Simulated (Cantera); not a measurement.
CH₄ + CO₂ + H₂ (carbon deposition, reforming and gasification)

A closed system holds: 1 mol CH₄, a varied amount of CO₂, 4.2 mol H₂, at 1.00 bar.

Cantera equilibrium calculation (NASA polynomials, part measured and part estimated; ideal gas, pure solids and liquids). Candidate condensed phases: C, C₆H₆, C₇H₈, C₈H₁₈, H₂O; 110 gas species. Rates play no part.

Problem. Map the stable condensed phases over T = 723, 823, 923, 1023, 1123, 1223, 1323, 1423, 1523, 1623, 1723, 1823, 1923, 2023 K and n(CO₂) in mol = 0.23, 0.3, 0.37, 0.44, 0.5, 0.57, 0.64, 0.71, 0.78, 0.85, 0.92, 0.98.

Solution. 
```
T in K \ n(CO₂) in mol
         0.23  0.3 0.37 0.44  0.5 0.57 0.64 0.71 0.78 0.85 0.92 0.98
   2023     A    A    A    A    A    A    A    A    A    A    A    A
   1923     A    A    A    A    A    A    A    A    A    A    A    A
   1823     A    A    A    A    A    A    A    A    A    A    A    A
   1723     A    A    A    A    A    A    A    A    A    A    A    A
   1623     A    A    A    A    A    A    A    A    A    A    A    A
   1523     A    A    A    A    A    A    A    A    A    A    A    A
   1423     A    A    A    A    A    A    A    A    A    A    A    A
   1323     A    A    A    A    A    A    A    A    A    A    A    A
   1223     A    A    A    A    A    A    A    A    A    A    A    B
   1123     A    A    A    A    A    A    A    A    A    A    A    A
   1023     A    A    A    A    A    A    A    A    A    A    A    A
    923     A    A    A    A    A    A    A    A    A    A    A    A
    823     B    B    B    B    B    B    A    A    A    A    A    A
    723     B    B    B    B    B    B    B    B    B    B    B    B
```
A: C; B: gas only.
